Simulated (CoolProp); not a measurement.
Values from CoolProp's reference Helmholtz-energy equation of state, Lemmon 2006. It is a short technical equation, of lower accuracy than the large ones.

### Question
For toluene, give the phase and the Z, cp (kJ/(kg K)), expansivity (1/kK), fugacity coefficient at 346.85 °C and 2.64 MPa; 346.85 °C and 20.6 MPa.

### Answer
- 346.85 °C and 2.64 MPa: gas; Z 0.770, cp 2.44, expansivity 3.78, fugacity coefficient 0.807
- 346.85 °C and 20.6 MPa: supercritical; Z 0.643, cp 2.67, expansivity 1.96, fugacity coefficient 0.279
